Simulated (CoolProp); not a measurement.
Fluorine along the isotherm 154.4 K: Z from the reference equation and from simpler models built on Tc = 144.4 K, pc = 5.240 MPa, ω = 0.045; each cubic takes its own stable root.

The numbers come from the reference Helmholtz-energy equation of state, de Reuck 1990 in CoolProp.

| p (MPa) | phase | reference |
|---|---|---|
| 0.491 | gas | 0.9747 |
| 0.982 | gas | 0.9481 |
| 1.47 | gas | 0.9204 |
| 1.96 | gas | 0.8913 |
| 2.46 | gas | 0.8601 |
| 2.95 | gas | 0.8281 |
| 3.44 | gas | 0.7944 |
| 3.93 | gas | 0.7587 |
| 4.42 | gas | 0.7207 |
| 4.91 | gas | 0.6795 |
| 5.4 | supercritical | 0.6344 |
| 5.89 | supercritical | 0.5839 |
| 6.39 | supercritical | 0.5255 |
| 6.88 | supercritical | 0.4620 |
| 7.37 | supercritical | 0.4019 |
| 7.86 | supercritical | 0.3638 |

Q: How far does each simpler model (van der Waals, Redlich-Kwong, Soave-Redlich-Kwong) lie from the reference over these 16 states: mean and median of the absolute difference, and the worst?

A: 
- van der Waals: mean 2.1 %, median 1.0 %, worst +9.1 % at 154.4 K and 7.86 MPa
- Redlich-Kwong: mean 1.2 %, median 0.5 %, worst +8.2 % at 154.4 K and 7.86 MPa
- Soave-Redlich-Kwong: mean 1.5 %, median 0.3 %, worst +10.4 % at 154.4 K and 7.86 MPa
